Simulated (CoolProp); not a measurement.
Propyne along the isotherm 474 K: density (kg/m³) from the reference equation and from simpler models built on Tc = 402.7 K, pc = 5658 kPa, ω = 0.204; each cubic takes its own stable root.

Values from CoolProp's reference Helmholtz-energy equation of state, Polt 1992. This equation is an older, rougher fit; its heat capacities, sound speeds and derivatives of the liquid may be far off and weren't checked against measurements.

```csv
p (kPa),phase,reference
2270,gas,25.23
4540,gas,56.02
6810,supercritical,95.11
9090,supercritical,146.2
11400,supercritical,207.9
13600,supercritical,263.3
15900,supercritical,308.3
18200,supercritical,340.7
20400,supercritical,363.9
22700,supercritical,382.9
25000,supercritical,398.3
27300,supercritical,411.2
29500,supercritical,422.0
31800,supercritical,431.9
```

**Question.** How far does each simpler model (ideal gas, Peng-Robinson) lie from the reference over these 14 states: mean and median of the absolute difference, and the worst?

**Answer.** 
- ideal gas: mean 34.3 %, median 36.5 %, worst -47.6 % at 474 K and 15900 kPa
- Peng-Robinson: mean 2.0 %, median 1.3 %, worst -4.8 % at 474 K and 15900 kPa
